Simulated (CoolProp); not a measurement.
50 sccm (0 °C, 1 atm) of nitrogen bubbles through liquid dimethyl carbonate at 324.8 K and leaves saturated at a total pressure of 0.15 MPa (ideal gas phase). Each further row changes one setting.

Values from CoolProp's reference Helmholtz-energy equation of state, Zhou 2011.

```json
[
 {"case": "as stated", "vapour pressure (kPa)": "24.9", "mole fraction of vapour": "0.166", "delivery (mg/min)": "40.1", "delivery (sccm)": "9.97", "change of delivery for a bath 1 K warmer (%)": "5.1"},
 {"case": "bath temperature 329.8 K", "vapour pressure (kPa)": "30.6", "mole fraction of vapour": "0.204", "delivery (mg/min)": "51.5", "delivery (sccm)": "…", "change of delivery for a bath 1 K warmer (%)": "5.2"},
 {"case": "total pressure 0.3 MPa", "vapour pressure (kPa)": "24.9", "mole fraction of vapour": "…", "delivery (mg/min)": "…", "delivery (sccm)": "4.53", "change of delivery for a bath 1 K warmer (%)": "4.6"}
]
```

Q: Complete the blanks.

A: 
- bath temperature 329.8 K, delivery (sccm): 12.8
- total pressure 0.3 MPa, mole fraction of vapour: 0.0831
- total pressure 0.3 MPa, delivery (mg/min): 18.2
